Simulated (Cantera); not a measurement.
Cantera run, input and output.

```python
import numpy as np
import cantera as ct

gas = ct.Solution("gri30.yaml")
gas.TPX = 450, 1000000, {'C3H8': 1, 'O2': 3.33, 'N2': 12.5}
flame = ct.FreeFlame(gas, width=0.008)
flame.set_refine_criteria(ratio=3, slope=0.08, curve=0.16)
flame.transport_model = "mixture-averaged"
flame.solve(loglevel=0, auto=True)
z, T = flame.grid, flame.T
thick = (T[-1] - T[0]) / np.gradient(T, z).max()
show = ['C3H8', 'O2', 'CH4', 'OH', 'HCO', 'H2']
print(f"laminar burning velocity  {flame.velocity[0] * 100:.3f} cm/s")
print(f"burnt temperature         {T[-1]:.1f} K")
print(f"thermal thickness         {thick * 1e3:.4f} mm")
print(f"grid points               {len(z)}")
z0 = z[flame.heat_release_rate.argmax()]
print(f"{'z/mm':>9s}{'T/K':>9s}{'u/(m/s)':>9s}" + "".join(f"{s:>11s}" for s in show))
rows = []
for k in (-3, -2, -1.5, -1, -0.5, -0.25, 0, 0.25, 0.5, 1, 2, 4, 8):
    zz = z0 + k * thick
    rows.append([k * thick, np.interp(zz, z, T), np.interp(zz, z, flame.velocity),
                 *(np.interp(zz, z, flame.X[gas.species_index(s)]) for s in show)])
    print(f"{rows[-1][0] * 1e3:9.3f}{rows[-1][1]:9.1f}{rows[-1][2]:9.3f}" + "".join(f"{x:11.3e}" for x in rows[-1][3:]))
```

Result:

```
laminar burning velocity  20.485 cm/s
burnt temperature         2075.2 K
thermal thickness         0.0969 mm
grid points               127
     z/mm      T/K  u/(m/s)       C3H8         O2        CH4         OH        HCO         H2
   -0.291    450.7    0.206  5.922e-02  1.971e-01  7.760e-06  2.484e-14  1.408e-19  3.746e-03
   -0.194    456.8    0.210  5.891e-02  1.954e-01  6.850e-05  4.106e-12  1.663e-16  9.164e-03
   -0.145    479.2    0.222  5.844e-02  1.919e-01  2.710e-04  1.491e-10  3.543e-14  1.499e-02
   -0.097    596.6    0.281  5.621e-02  1.777e-01  1.273e-03  9.720e-09  1.978e-11  2.454e-02
   -0.048   1028.4    0.504  3.954e-02  1.261e-01  5.004e-03  7.400e-07  3.438e-08  3.694e-02
   -0.024   1399.7    0.712  1.602e-02  7.961e-02  8.114e-03  1.504e-05  1.961e-06  4.315e-02
    0.000   1767.6    0.924  4.714e-04  3.351e-02  7.859e-03  1.610e-04  9.723e-06  4.730e-02
    0.024   1955.0    1.027  6.503e-07  1.241e-02  4.823e-03  2.412e-04  2.836e-06  4.843e-02
    0.048   2028.4    1.065  1.679e-08  5.172e-03  3.458e-03  2.126e-04  1.101e-06  4.952e-02
    0.097   2072.8    1.088  1.769e-09  1.343e-03  2.606e-03  1.323e-04  3.207e-07  5.181e-02
    0.194   2087.1    1.096  2.327e-10  2.005e-04  2.079e-03  7.915e-05  1.237e-07  5.494e-02
    0.388   2087.4    1.097  6.560e-11  1.339e-05  1.587e-03  6.477e-05  9.046e-08  5.833e-02
    0.775   2083.9    1.097  1.934e-11  2.385e-07  1.099e-03  5.971e-05  8.179e-08  6.162e-02
```

Detailed kinetics in Cantera: GRI-Mech 3.0 (53 species, 325 reactions). GRI-Mech 3.0 was tuned for natural gas; its chemistry of propane as a main component is partial and can be far from experiment. Burning velocities carry a grid error of a few per cent, more on coarse grids.
